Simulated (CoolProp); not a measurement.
A single-stage vapour-compression cycle with R134a: evaporating at 213.15 K (dew point), condensing at 277.15 K (bubble point), superheat 8 K, subcooling 5 K, compressor efficiency 0.65, no pressure losses. Each further row changes one setting.

Values from CoolProp's reference Helmholtz-energy equation of state, Tillner-Roth 1994.

| case | cooling COP | pressure ratio | discharge temperature (K) | refrigerating effect (kJ/kg) | volumetric capacity (kJ/m³) |
|---|---|---|---|---|---|
| as stated | 1.71 | 21.2 | 347.1 | 168 | 150 |
| evaporating temperature 218.15 K | 1.95 | 15.5 | 339.8 | … | 206 |
| condensing temperature 272.15 K | … | … | … | 175 | 156 |
| subcooling 10 K | 1.78 | 21.2 | 347.1 | 175 | 156 |
| superheat 18 K | 1.71 | 21.2 | 359.0 | 175 | 149 |
| compressor efficiency 0.55 | 1.45 | 21.2 | … | 168 | 150 |

Fill in the missing entries.


- evaporating temperature 218.15 K, refrigerating effect (kJ/kg): 171
- condensing temperature 272.15 K, cooling COP: 1.91
- condensing temperature 272.15 K, pressure ratio: 17.8
- condensing temperature 272.15 K, discharge temperature (K): 339.4
- compressor efficiency 0.55, discharge temperature (K): 365.6
